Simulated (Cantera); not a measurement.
Charge: 1 mol Fe2O3, 2.8 mol CH4, 0.42 mol N2, 1.3 mol CO, equilibrated at 823.15 K and 1.50 mbar.

Cantera equilibrium calculation (NASA polynomials, part measured and part estimated; ideal gas, pure solids and liquids). Candidate condensed phases: C, C6H6, C7H8, C8H18, Fe, Fe(CO)5, FeO, Fe(OH)2, Fe(OH)3, Fe2O3, Fe3O4, H2O; 140 gas species. Rates play no part.

**Question.** What is the equilibrium state?

**Answer.** 
```json
{
  "x(H2)": "0.547",
  "x(CO)": "0.391",
  "x(N2)": "0.0415",
  "x(CO2)": "0.0145",
  "x(H2O)": "0.00562",
  "x(CH4)": "0.000315",
  "n(Fe(α))": "2.00 mol",
  "gas_amount": "10.11 mol",
  "log10 activity of C(graphite) (absent)": "-0.12",
  "log10 activity of Fe(OH)2(s) (absent)": "-10.37",
  "log10 activity of Fe(OH)3(s) (absent)": "-18.47"
}
```
